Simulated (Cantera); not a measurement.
Charge: 1 mol Fe3O4, 0.09 mol HCl, 0.12 mol O2, at 1400 K and 21.0 mbar.

Cantera equilibrium calculation (NASA polynomials, part measured and part estimated; ideal gas, pure solids and liquids). Candidate condensed phases: Fe, FeCl2, FeCl3, FeO, Fe(OH)2, Fe(OH)3, Fe2O3, Fe3O4, H2O; 22 gas species. Mutual solubility and eutectic melting of coexisting phases are not modelled. The numbers say what is thermodynamically allowed, not how fast it happens.

Base state: HCl 0.736, H2O 0.122, FeCl2 0.103, O2 0.0174, Cl 0.0120, FeCl3 0.00580, Cl2 0.00375, OH 4.78e-5 (mole fractions); condensed: Fe2O3(s) + Fe3O4(s).

Task: What changes in the equilibrium state with this change: pressure from 21.0 mbar to 0.330 bar?

Result: 
| species | before | after |
|---|---|---|
| HCl | 0.736 | 0.743 |
| H2O | 0.122 | 0.133 |
| FeCl2 | 0.103 | 0.0961 |
| O2 | 0.0174 | 0.00111 |
| FeCl3 | 0.00580 | 0.0207 |
| Cl | 0.0120 | 0.00292 |
| Fe2Cl4 | 1.96e-5 | 0.000267 |
| OH | 4.78e-5 | 1.26e-5 |
| Fe2O3(s), mol | 0.717 | 0.726 |
| Fe3O4(s), mol | 0.519 | 0.513 |
